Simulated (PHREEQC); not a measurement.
# Reverse-osmosis reject (model solution)

Synthetic water in mmol/kgw, 70 °C, pH 8.02: Na 67.8; K 3.53; Ca 0.494; Mg 7.93; Cl 89.6; S(6) 1.39; Alkalinity (meq/kgw) 0.0923; B 0.0285.

Valence states are taken as typed.

All values are PHREEQC results (Pitzer model, pitzer.dat), not measurements.

Each row changes one thing in this solution. Precipitation was switched off in this run.

```
case                                               HCO3- (mol/kgw)  MgOH+ (mol/kgw)  MgCO3 (mol/kgw)  CO3-2 (mol/kgw)  CO2 (mol/kgw)  HSO4- (mol/kgw)
-------------------------------------------------  ---------------  ---------------  ---------------  ---------------  -------------  ---------------
as made                                                    4.66e-5          1.55e-5          1.29e-6          1.02e-6        6.93e-7          1.62e-9
temperature from 70 to 80 °C at the same typed pH       (withheld)          2.88e-5       (withheld)          4.80e-7        3.37e-7       (withheld)
pH from 8.02 to 8.32 at the same alkalinity                8.92e-6          3.08e-5          4.92e-7          3.90e-7        6.65e-8         8.12e-10
Alkalinity from 0.0923 to 0.185 mmol/kgw                  0.000131          1.55e-5          3.62e-6          2.87e-6        1.95e-6          1.62e-9
```

### Question
Complete the blanks.

### Answer

- temperature from 70 to 80 °C at the same typed pH, HCO3- (mol/kgw): 2.15e-5
- temperature from 70 to 80 °C at the same typed pH, MgCO3 (mol/kgw): 6.71e-7
- temperature from 70 to 80 °C at the same typed pH, HSO4- (mol/kgw): 2.16e-9

Constants without temperature data keep their 25 °C values here.
